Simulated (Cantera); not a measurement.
Feed: 1 mol FeCl3, 56 mol H2, equilibrated at 2023 K and 2.20 Pa.

Method: chemical equilibrium by Gibbs-energy minimisation in Cantera with the NASA 1993 tables (ideal gas, pure condensed phases). Candidate condensed phases: Fe, FeCl2, FeCl3; 11 gas species. Equilibrium is a limit: real reactors are often held back by kinetics, nucleation or transport.

Q: What is the equilibrium state?

A: 
| Property | Value |
|---|---|
| x(H2) | 0.623 |
| x(H) | 0.320 |
| x(HCl) | 0.0310 |
| x(Fe) | 0.0143 |
| x(Cl) | 0.0118 |
| x(FeCl2) | 1.31e-6 |
| gas amount | 70.12 mol |
| log10 activity of Fe(l) (absent) | -3.18 |
| log10 activity of FeCl2(l) (absent) | -12.18 |
